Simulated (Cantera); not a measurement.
**Reactions in the system C-Cl-Fe**

Cantera with NASA thermochemical tables; ideal gases at 1 bar, condensed phases pure. Values are per mole of reaction as written; species without (g) are pure solids or liquids, kept so even where they would boil at 1 bar.

4 FeCl2 + CCl4(g) → 2 Fe2Cl6(g) + C

```
T (K)  ΔH° (kJ)  ΔS° (J/K)  ΔG° (kJ)  log10 K       condensed phases
-----  --------  ---------  --------  -------  ---------------------
648       138.0      262.5     -32.1     2.59  FeCl2(s), C(graphite)
798       129.0      250.0     -70.5     4.62  FeCl2(s), C(graphite)
948       119.4      239.0    -107.2     5.91  FeCl2(s), C(graphite)
1098      -71.7       39.3    -114.8     5.46  FeCl2(l), C(graphite)
1248      -90.8       22.9    -119.5     5.00  FeCl2(l), C(graphite)
```

C + 2 FeCl2(g) → CCl4(g) + 2 Fe

| T (K) | ΔH° (kJ) | ΔS° (J/K) | ΔG° (kJ) | log10 K | condensed phases |
|---|---|---|---|---|---|
| 648 | 193.0 | -225.3 | 339.0 | -27.33 | C(graphite), Fe(α) |
| 798 | 197.5 | -219.2 | 372.4 | -24.37 | C(graphite), Fe(α) |
| 948 | 203.7 | -212.0 | 404.7 | -22.30 | C(graphite), Fe(α) |
| 1098 | 215.2 | -200.8 | 435.7 | -20.73 | C(graphite), Fe(α) |
| 1248 | 221.6 | -195.3 | 465.4 | -19.48 | C(graphite), Fe(γ) |
